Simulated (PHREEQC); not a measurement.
# Copper plating or etch bath

Solution (15 °C): 0.0032 mol/kgw Cu(NO3)2, 0.055 mol/kgw HCl and 0.007 mol/kgw NaCl. Closed to the air; pH follows from the charge balance.

Equilibrium calculation in PHREEQC: ion-association model, phreeqc.dat.

Each row changes one thing in this solution. This is a speciation only: nothing precipitates in the calculation.

```csv
case,pH,SI of Halite (NaCl)
as made,1.33,-5.12
NaCl from 0.007 to 0.0014 mol/kgw,1.33,-5.85
NaCl from 0.007 to 0.0035 mol/kgw,1.33,[?]
Cu(NO3)2 left out,1.33,-5.11
temperature from 15 to 80 °C,[?],-5.20
```

Q: Complete the blanks.

A: 
- NaCl from 0.007 to 0.0035 mol/kgw, SI of Halite (NaCl): -5.44
- temperature from 15 to 80 °C, pH: 1.34

Complexes and solids missing from the database can't appear. Constants without temperature data keep their 25 °C values here.
